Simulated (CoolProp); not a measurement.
Vapour-liquid equilibrium of n-heptane (1) + ethylbenzene (2) at 0.939 MPa; x and y are mole fractions of (1).

The numbers come from the multi-fluid Helmholtz-energy mixture model, Span 2003 and Zhou 2012; pair parameters Bell 2016 in CoolProp.

Q: Give the bubble temperature and the first vapour's composition at x = 0.125, 0.35, 0.5. Is there an azeotrope?

A: x = 0.125: 508.1 K, y = 0.220; x = 0.35: 494.8 K, y = 0.502; x = 0.5: 487.9 K, y = 0.642. No azeotrope shows between x = 0.05 and 0.95.

The pair parameters rest on a limited set of measurements; away from them the model extrapolates.
